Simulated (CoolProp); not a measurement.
Values from CoolProp's reference Helmholtz-energy equation of state, Lemmon 2000. It is a pseudo-pure fit of the blend.

**Question.** For dry air, give the phase and the conductivity (mW/(m K)) at 244.85 °C and 105 kPa; 541.75 °C and 27.3 kPa.

**Answer.** 
- 244.85 °C and 105 kPa: gas; conductivity 41.1
- 541.75 °C and 27.3 kPa: gas; conductivity 58.0

Thermal conductivity comes from a separate model (Lemmon 2004).
